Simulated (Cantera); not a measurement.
Feed: 1 mol SiHCl₃, 0.0073 mol Cl₂, 16 mol N₂, equilibrated at 1298.15 K and 0.00590 bar.

These are equilibrium values from Cantera (NASA tables, ideal gas, pure condensed phases), not measurements of a reactor. Candidate condensed phases: NH₄Cl, Si, Si₃N₄; 28 gas species. N₂ is the only nitrogen source here; it is nearly inert below about 1500 K, so the nitride shown seldom forms there in practice. The tables' values for SiCl₃ are old estimates; treat these amounts as uncertain. The numbers say what is thermodynamically allowed, not how fast it happens.

Base state: N₂ 0.910, HCl 0.0524, SiCl₄ 0.0243, SiCl₂ 0.00535, SiCl₃ 0.00466, H₂ 0.00271, SiHCl₃ 5.67e-5, Cl 1.19e-5 (mole fractions); condensed: Si₃N₄(s).

Problem. What changes in the equilibrium state with this change: SiHCl₃ replaced by SiCl₄?

Solution. 
| species | before | after |
|---|---|---|
| N₂ | 0.910 | 0.940 |
| SiCl₄ | 0.0243 | 0.0586 |
| Cl | 1.19e-5 | 0.000936 |
| HCl | 0.0524 | 0 |
| H₂ | 0.00271 | 0 |
| SiHCl₃ | 5.67e-5 | 0 |
| Cl₂ | 5.60e-9 | 3.47e-5 |
| SiCl₂ | 0.00535 | 2.08e-6 |
| Si₃N₄(s), mol | 0.135 | 0 |

Problem. What changes in the equilibrium state with this change: Cl₂ from 0.0073 to 0.65 mol?

Solution. 
```csv
species,before,after
N₂,0.910,0.894
HCl,0.0524,0.0517
SiCl₄,0.0243,0.0388
SiCl₃,0.00466,0.00665
H₂,0.00271,0.00210
SiCl₂,0.00535,0.00680
SiHCl₃,5.67e-5,7.12e-5
Cl,1.19e-5,1.33e-5
"Si₃N₄(s), mol",0.135,0.0218
```

Problem. What changes in the equilibrium state with this change: 1.8 mol H₂ added?

Solution. 
| species | before | after |
|---|---|---|
| N₂ | 0.910 | 0.805 |
| HCl | 0.0524 | 0.137 |
| H₂ | 0.00271 | 0.0518 |
| SiCl₄ | 0.0243 | 0.00333 |
| SiCl₃ | 0.00466 | 0.00107 |
| SiCl₂ | 0.00535 | 0.00206 |
| Cl | 1.19e-5 | 7.08e-6 |
| SiHCl₃ | 5.67e-5 | 5.70e-5 |
| Si₃N₄(s), mol | 0.135 | 0.292 |
